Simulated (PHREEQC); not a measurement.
Dissolve 0.0141 mol/kgw CaCl2, 0.27 mol/kgw Na2HPO4 and 0.00021 mol/kgw H4SiO4 at 46 °C. Closed to the air; pH follows from the charge balance.

Model: ion-association model, phreeqc.dat, run in PHREEQC.

### Question
The ionic strength comes out as 0.716 mol/kgw. What activity coefficients do Ca+2, PO4-3, Na+, H2PO4-, OH- get?

### Answer
Ca+2 0.24, PO4-3 0.013, Na+ 0.71, H2PO4- 0.66, OH- 0.59.

Precipitation was switched off in this run. The solution is supersaturated, for example in Hydroxyapatite, Quartz (slow to form), so a real one may precipitate; this is no full list. Caution: at this ionic strength the ion-association model is outside its range; a Pitzer model would be the better tool where its parameters exist. Away from 25 °C the constants follow the database's enthalpies or fits; those with neither stay at their 25 °C values.
